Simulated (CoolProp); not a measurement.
The numbers come from the reference Helmholtz-energy equation of state, Thol 2018 in CoolProp.

### Question
For hydrogen chloride, give the phase and the cp (kJ/(kg K)), cv (kJ/(kg K)), Joule-Thomson coefficient (K/MPa) at 249.9 K and 413 kPa; 455.4 K and 76 kPa; 290.3 K and 389 kPa.

### Answer
- 249.9 K and 413 kPa: gas; cp 0.901, cv 0.618, Joule-Thomson coefficient 24.5
- 455.4 K and 76 kPa: gas; cp 0.803, cv 0.574, Joule-Thomson coefficient 6.64
- 290.3 K and 389 kPa: gas; cp 0.847, cv 0.592, Joule-Thomson coefficient 16.7
